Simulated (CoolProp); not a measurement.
Vapour-liquid equilibrium of benzene (1) + n-dodecane (2) at 343 kPa; x and y are mole fractions of (1).

Computed with CoolProp (multi-fluid Helmholtz-energy mixture model, Thol 2012 and Lemmon 2004; pair parameters Bell 2016).

```json
[
 {"x": "0.05", "bubble temperature, mixture model (°C)": "260.1", "bubble temperature, Raoult's law (°C)": "248.7", "y, mixture model": "0.249", "y, Raoult's law": "0.428"},
 {"x": "0.125", "bubble temperature, mixture model (°C)": "236.8", "bubble temperature, Raoult's law (°C)": "220.2", "y, mixture model": "0.553", "y, Raoult's law": "0.716"},
 {"x": "0.2", "bubble temperature, mixture model (°C)": "215.0", "bubble temperature, Raoult's law (°C)": "200.2", "y, mixture model": "0.745", "y, Raoult's law": "0.841"},
 {"x": "0.275", "bubble temperature, mixture model (°C)": "196.5", "bubble temperature, Raoult's law (°C)": "185.3", "y, mixture model": "0.852", "y, Raoult's law": "0.904"},
 {"x": "0.35", "bubble temperature, mixture model (°C)": "181.6", "bubble temperature, Raoult's law (°C)": "173.8", "y, mixture model": "0.911", "y, Raoult's law": "0.938"},
 {"x": "0.425", "bubble temperature, mixture model (°C)": "169.8", "bubble temperature, Raoult's law (°C)": "164.5", "y, mixture model": "0.944", "y, Raoult's law": "0.959"},
 {"x": "0.5", "bubble temperature, mixture model (°C)": "160.4", "bubble temperature, Raoult's law (°C)": "156.8", "y, mixture model": "0.963", "y, Raoult's law": "0.972"},
 {"x": "0.575", "bubble temperature, mixture model (°C)": "152.8", "bubble temperature, Raoult's law (°C)": "150.2", "y, mixture model": "0.975", "y, Raoult's law": "0.981"},
 {"x": "0.65", "bubble temperature, mixture model (°C)": "146.4", "bubble temperature, Raoult's law (°C)": "144.6", "y, mixture model": "0.983", "y, Raoult's law": "0.987"},
 {"x": "0.725", "bubble temperature, mixture model (°C)": "141.0", "bubble temperature, Raoult's law (°C)": "139.7", "y, mixture model": "0.989", "y, Raoult's law": "0.992"},
 {"x": "0.8", "bubble temperature, mixture model (°C)": "136.2", "bubble temperature, Raoult's law (°C)": "135.3", "y, mixture model": "0.993", "y, Raoult's law": "0.995"},
 {"x": "0.875", "bubble temperature, mixture model (°C)": "132.0", "bubble temperature, Raoult's law (°C)": "131.4", "y, mixture model": "0.996", "y, Raoult's law": "0.997"},
 {"x": "0.95", "bubble temperature, mixture model (°C)": "128.1", "bubble temperature, Raoult's law (°C)": "127.8", "y, mixture model": "0.999", "y, Raoult's law": "0.999"}
]
```

The largest gap from Raoult's law is +16.6 K in bubble temperature, at x = 0.125. No azeotrope shows between x = 0.05 and 0.95.

Pair parameters are fitted to limited data, so mixtures are less certain than the pure fluids.
